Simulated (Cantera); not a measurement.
Cantera with NASA thermochemical tables; ideal gases at 1 bar, condensed phases pure. Values are per mole of reaction as written; species without (g) are pure solids or liquids, kept so even where they would boil at 1 bar.

Task: Between 300 and 1000 K, where is each reaction favourable under standard conditions?
- MgO + CO(g) = Mg(g) + CO2(g)
- MgCO3 = Mg + 2 O(g) + CO(g)

Result: 
- MgO + CO(g) = Mg(g) + CO2(g): ΔG° is 424 kJ at 300 K and 332 kJ at 1000 K; it stays positive (K < 1). ΔH° is 459 kJ and ΔS° 126 J/K at 1000 K.
- MgCO3 = Mg + 2 O(g) + CO(g): ΔG° is 1354 kJ at 300 K and 1011 kJ at 1000 K; it stays positive (K < 1). ΔH° is 1503 kJ and ΔS° 492 J/K at 1000 K.
